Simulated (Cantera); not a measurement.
Standard-state values (1 bar) from the NASA 1993 polynomials, evaluated with Cantera. Values are per mole of reaction as written; species without (g) are pure solids or liquids, kept so even where they would boil at 1 bar.

Q: Between 448 and 598 K, where is each reaction favourable under standard conditions?
- 9 Ni + 12 H2S(g) + 4 N2(g) = 8 NH3(g) + 3 Ni3S4
- 3 NiS + S = Ni3S4

A: 
- 9 Ni + 12 H2S(g) + 4 N2(g) = 8 NH3(g) + 3 Ni3S4: ΔG° is -397 kJ at 448 K and -191 kJ at 598 K; it stays negative (K > 1). ΔH° is -1008 kJ and ΔS° -1366 J/K at 598 K.
- 3 NiS + S = Ni3S4: ΔG° is -35 kJ at 448 K and -33 kJ at 598 K; it stays negative (K > 1). ΔH° is -40 kJ and ΔS° -12 J/K at 598 K.
